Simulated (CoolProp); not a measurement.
Vapour-liquid equilibrium of cyclohexane (1) + ethylbenzene (2) at 142.85 °C; x and y are mole fractions of (1).

The numbers come from the multi-fluid Helmholtz-energy mixture model, Zhou 2014 and Zhou 2012; pair parameters Bell 2016 in CoolProp.

| x | bubble pressure (bar) | y at the bubble point | dew pressure at overall composition x (bar) | liquid density (mol/L) |
|---|---|---|---|---|
| 0.05 | 1.416 | 0.182 | 1.259 | 7.130 |
| 0.15 | 1.827 | 0.422 | 1.375 | 7.193 |
| 0.25 | 2.226 | 0.573 | 1.513 | 7.256 |
| 0.35 | 2.607 | 0.676 | 1.682 | 7.318 |
| 0.45 | 2.968 | 0.752 | 1.891 | 7.380 |
| 0.55 | 3.313 | 0.811 | 2.156 | 7.443 |
| 0.65 | 3.643 | 0.860 | 2.501 | 7.506 |
| 0.75 | 3.966 | 0.903 | 2.959 | 7.572 |
| 0.85 | 4.287 | 0.943 | 3.572 | 7.640 |
| 0.95 | 4.613 | 0.981 | 4.349 | 7.712 |

No azeotrope shows between x = 0.05 and 0.95.

Pair parameters are fitted to limited data, so mixtures are less certain than the pure fluids.
